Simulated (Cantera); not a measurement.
A counterflow diffusion flame at 2.30 bar, nozzles 20 mm apart: fuel side 100 % CH4 at 425 K, oxidiser side 21.0 % O2, 79.0 % N2 at 425 K, fuel mass flux 0.83 times the oxidiser's; mixture-averaged transport, no radiation.

Computed with Cantera and GRI-Mech 3.0 (53 species, 325 reactions). GRI-Mech 3.0 has no aromatics or soot, which form on the fuel side of real flames. The maximum strain rate includes the flame's own expansion and is several times the mean.

x: mole fraction; the columns are a selection and need not sum to one.

```json
[
 {"oxidiser flux (kg/m²/s)": "0.57", "max strain (1/s)": "181", "mean strain (1/s)": "37.8", "T max (K)": "2172", "peak x OH": "0.00668", "peak x H": "0.00243", "peak x NO": "0.000287", "peak x CO": "0.0491", "peak x C2H2": "0.0149"},
 {"oxidiser flux (kg/m²/s)": "0.79", "max strain (1/s)": "242", "mean strain (1/s)": "52.4", "T max (K)": "2159", "peak x OH": "0.00678", "peak x H": "0.00257", "peak x NO": "0.000271", "peak x CO": "0.0481", "peak x C2H2": "0.0139"},
 {"oxidiser flux (kg/m²/s)": "1.1", "max strain (1/s)": "333", "mean strain (1/s)": "73.0", "T max (K)": "2146", "peak x OH": "0.00687", "peak x H": "0.00271", "peak x NO": "0.000253", "peak x CO": "0.0473", "peak x C2H2": "0.0128"},
 {"oxidiser flux (kg/m²/s)": "1.5", "max strain (1/s)": "448", "mean strain (1/s)": "99.6", "T max (K)": "2136", "peak x OH": "0.00695", "peak x H": "0.00284", "peak x NO": "0.000235", "peak x CO": "0.0469", "peak x C2H2": "0.0119"},
 {"oxidiser flux (kg/m²/s)": "2", "max strain (1/s)": "588", "mean strain (1/s)": "133", "T max (K)": "2124", "peak x OH": "0.00696", "peak x H": "0.00295", "peak x NO": "0.000215", "peak x CO": "0.0465", "peak x C2H2": "0.0110"},
 {"oxidiser flux (kg/m²/s)": "2.8", "max strain (1/s)": "803", "mean strain (1/s)": "186", "T max (K)": "2108", "peak x OH": "0.00690", "peak x H": "0.00305", "peak x NO": "0.000187", "peak x CO": "0.0462", "peak x C2H2": "…"},
 {"oxidiser flux (kg/m²/s)": "3.8", "max strain (1/s)": "1070", "mean strain (1/s)": "252", "T max (K)": "2090", "peak x OH": "0.00676", "peak x H": "0.00311", "peak x NO": "0.000158", "peak x CO": "0.0459", "peak x C2H2": "…"},
 {"oxidiser flux (kg/m²/s)": "5.2", "max strain (1/s)": "1430", "mean strain (1/s)": "345", "T max (K)": "2068", "peak x OH": "0.00652", "peak x H": "0.00314", "peak x NO": "0.000127", "peak x CO": "0.0458", "peak x C2H2": "…"},
 {"oxidiser flux (kg/m²/s)": "7.1", "max strain (1/s)": "1890", "mean strain (1/s)": "471", "T max (K)": "2041", "peak x OH": "0.00616", "peak x H": "0.00309", "peak x NO": "9.44e-5", "peak x CO": "0.0460", "peak x C2H2": "…"},
 {"oxidiser flux (kg/m²/s)": "9.7", "max strain (1/s)": "2490", "mean strain (1/s)": "644", "T max (K)": "2004", "peak x OH": "0.00557", "peak x H": "0.00291", "peak x NO": "6.13e-5", "peak x CO": "0.0462", "peak x C2H2": "…"}
]
```

Some entries are withheld; supply them.


- 2.8, peak x C2H2: 0.00987
- 3.8, peak x C2H2: 0.00882
- 5.2, peak x C2H2: 0.00769
- 7.1, peak x C2H2: 0.00651
- 9.7, peak x C2H2: 0.00514
